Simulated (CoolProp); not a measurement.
Vapour-liquid equilibrium of sulfur dioxide (1) + toluene (2) at 0.284 MPa; x and y are mole fractions of (1).

Values from CoolProp's multi-fluid Helmholtz-energy mixture model, Gao 2016 and Lemmon 2006; pair parameters Bell 2016.

```json
[
 {"x": "0.05", "bubble temperature (°C)": "125.1", "y at the bubble point": "0.477", "dew temperature at overall composition x (°C)": "149.1", "liquid density (mol/L)": "8.543"},
 {"x": "0.2", "bubble temperature (°C)": "74.8", "y at the bubble point": "0.902", "dew temperature at overall composition x (°C)": "141.7", "liquid density (mol/L)": "10.06"},
 {"x": "0.35", "bubble temperature (°C)": "50.3", "y at the bubble point": "0.969", "dew temperature at overall composition x (°C)": "133.3", "liquid density (mol/L)": "11.53"},
 {"x": "0.5", "bubble temperature (°C)": "36.6", "y at the bubble point": "0.987", "dew temperature at overall composition x (°C)": "123.5", "liquid density (mol/L)": "13.15"},
 {"x": "0.65", "bubble temperature (°C)": "28.0", "y at the bubble point": "0.994", "dew temperature at overall composition x (°C)": "111.1", "liquid density (mol/L)": "15.07"},
 {"x": "0.8", "bubble temperature (°C)": "22.0", "y at the bubble point": "0.997", "dew temperature at overall composition x (°C)": "93.8", "liquid density (mol/L)": "17.44"},
 {"x": "0.95", "bubble temperature (°C)": "17.2", "y at the bubble point": "0.999", "dew temperature at overall composition x (°C)": "59.8", "liquid density (mol/L)": "20.50"}
]
```

No azeotrope shows between x = 0.05 and 0.95.

Pair parameters are fitted to limited data, so mixtures are less certain than the pure fluids.
